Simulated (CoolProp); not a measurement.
Vapour-liquid equilibrium of acetone (1) + n-decane (2) at 289 K; x and y are mole fractions of (1).

Computed with CoolProp (multi-fluid Helmholtz-energy mixture model, Lemmon 2006 and Lemmon 2006; pair parameters Bell 2016).

Problem. Give the bubble pressure and the first vapour's composition at x = 0.05, 0.2, 0.65. Is there an azeotrope?

Solution. x = 0.05: 0.03288 bar, y = 0.973; x = 0.2: 0.1174 bar, y = 0.993; x = 0.65: 0.1749 bar, y = 0.996. No azeotrope shows between x = 0.05 and 0.95.

The pair parameters rest on a limited set of measurements; away from them the model extrapolates. With so large a gap from Raoult's law the liquid may split in two, which this calculation doesn't test in full.
